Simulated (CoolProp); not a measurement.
Saturation properties of propylene.

Model: reference Helmholtz-energy equation of state, Lemmon 2013, in CoolProp.

| T (K) | p (kPa) | enthalpy of vaporisation (kJ/kg) | vapour Z | surface tension (mN/m) | liquid viscosity (µPa s) | liquid conductivity (mW/(m K)) |
|---|---|---|---|---|---|---|
| 261.1 | 400.5 | 395.1 | 0.9059 | … | 135 | 129 |
| 270.6 | 540.9 | 381.4 | 0.8842 | 10.5 | 123 | 125 |
| 280.1 | 714.9 | 366.7 | 0.8595 | 9.26 | 113 | 120 |
| 289.6 | 927.0 | 350.7 | … | 8.04 | 103 | 116 |
| 299.2 | 1185 | 332.9 | … | 6.82 | 94.1 | 111 |
| 308.7 | 1488 | 313.3 | 0.7650 | 5.66 | 85.9 | 106 |
| 318.2 | 1845 | 291.3 | 0.7253 | 4.53 | 78.1 | 101 |
| 327.7 | 2261 | 266.1 | 0.6802 | 3.44 | 70.6 | … |
| 337.2 | 2742 | 236.3 | 0.6277 | … | 63.0 | 90.4 |
| 346.7 | 3297 | 199.1 | 0.5640 | 1.44 | 55.2 | 85.0 |
| 356.2 | 3936 | 146.9 | 0.4785 | 0.570 | 46.0 | 80.3 |

Problem. What belongs in the gaps?

Solution. 
- 261.1, surface tension (mN/m): 11.8
- 289.6, vapour Z: 0.8317
- 299.2, vapour Z: 0.8001
- 327.7, liquid conductivity (mW/(m K)): 95.6
- 337.2, surface tension (mN/m): 2.41

It boils at 225.5 K under 1 atm.

Viscosity comes from a separate model (Huber 2003), an estimate that may be off by 10 % or more. Thermal conductivity comes from a separate model (Huber 2003), an estimate that may be off by 10 % or more. Surface tension comes from a separate correlation (Mulero 2012).
